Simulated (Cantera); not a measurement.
Charge: 1 mol HMDSO, 0.33 mol NO, 0.2 mol H2, held at 2048 K and 570 Torr.

Equilibrium computed with Cantera from the NASA thermochemical tables; the gas is ideal and each condensed phase is pure. Candidate condensed phases: C, C6H6, C7H8, C8H18, H2O, Si, SiC, SiO2, Si2N2O, Si3N4; 151 gas species. The feed counts by its element totals alone. The numbers say what is thermodynamically allowed, not how fast it happens.

Base state: H2 0.856, CO 0.123, N2 0.0144, H 0.00238, HCN 0.00197, SiO 0.00128, C2H2 (acetylene) 0.000897, CH4 0.000209 (mole fractions); condensed: C(graphite) + SiC(s).

**Question.** What changes in the equilibrium state with this change: temperature from 2048 K to 723.15 K?

**Answer.** 
| species | before | after |
|---|---|---|
| CH4 | 0.000209 | 0.611 |
| H2 | 0.856 | 0.389 |
| CO | 0.123 | <1e-9 |
| N2 | 0.0144 | <1e-9 |
| SiO | 0.00128 | <1e-9 |
| H | 0.00238 | <1e-9 |
| HCN | 0.00197 | <1e-9 |
| C2H2 (acetylene) | 0.000897 | <1e-9 |
| C(graphite), mol | 2.65 | 1.42 |
| SiC(s), mol | 1.99 | 1.09 |
| SiO2(α-quartz), mol | 0 | 0.583 |
| Si2N2O(s), mol | 0 | 0.165 |

**Question.** What changes in the equilibrium state with this change: temperature from 2048 K to 1173 K?

**Answer.** 
```
species                before    after
-------------------  --------  -------
H2                      0.856    0.986
CH4                  0.000209   0.0144
CO                      0.123  3.57e-5
N2                     0.0144  3.84e-8
SiO                   0.00128  1.20e-8
HCN                   0.00197  1.07e-8
HNC                  0.000122    <1e-9
H                     0.00238  1.34e-7
C2H2 (acetylene)     0.000897  6.04e-8
C(graphite), mol         2.65     4.78
SiC(s), mol              1.99     1.09
SiO2(β-quartz), mol         0    0.582
Si2N2O(s), mol              0    0.165
```
Mutual solubility and eutectic melting of coexisting phases are not modelled. The tables hold silica as quartz up to 1696 K and as liquid above; real silica turns to tridymite and cristobalite and melts near 1996 K.
